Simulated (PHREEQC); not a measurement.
Dissolve 1.3 mmol/kgw Na2S and 0.15 mmol/kgw FeCl2 at 20 °C. It is in equilibrium with CO2 at log p = -1 (atm). Otherwise closed; pH follows from the charge balance.

All values are PHREEQC results (ion-association model, phreeqc.dat), not measurements.

```tsv
quantity	before	after
pH	6.11	6.75
HCO3- (mol/kgw)	0.00220	0.0102
Fe+2 (mol/kgw)	1.40e-5	4.67e-8
FeHCO3+ (mol/kgw)	2.49e-6	3.11e-8
SI of Siderite (FeCO3)	-1.04	-2.32
```

### Question
What was changed between the two runs?
A. diluted 2-fold with water
B. Na2S left out
C. 2.2e-05 mol/kgw KHCO3 added
D. Na2S from 0.0013 to 0.0065 mol/kgw
E. temperature from 20 to 70 °C

### Answer
D, Na2S from 0.0013 to 0.0065 mol/kgw

No solid was allowed to form. Some of these states are supersaturated (in Mackinawite, FeS(ppt), for instance).
